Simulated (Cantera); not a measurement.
A closed system holds: 1 mol AlCl3, 190 mol NH3, 2.6 mol H2, at 1925 K and 0.270 bar.

These are equilibrium values from Cantera (NASA tables, ideal gas, pure condensed phases), not measurements of a reactor. Candidate condensed phases: Al, AlCl3, AlN, NH4Cl; 20 gas species. The tables' values for AlCl2 are old estimates; treat these amounts as uncertain. The numbers say what is thermodynamically allowed, not how fast it happens.

Base state: H2 0.744, N2 0.247, HCl 0.00515, AlCl 0.00254, H 0.00159, AlCl2 4.53e-5, Al 1.26e-5 (mole fractions); condensed: gas only.

Problem. What changes in the equilibrium state with this change: temperature from 1925 K to 1775 K?

Solution. 
| species | before | after |
|---|---|---|
| H2 | 0.744 | 0.745 |
| N2 | 0.247 | 0.247 |
| HCl | 0.00515 | 0.00532 |
| H | 0.00159 | 0.000481 |
| AlCl | 0.00254 | 0.00227 |
| AlCl3 | 1.85e-6 | 1.02e-5 |
| Al | 1.26e-5 | 2.38e-6 |
| AlCl2 | 4.53e-5 | 8.42e-5 |
| AlN(s), mol | 0 | 0.0877 |
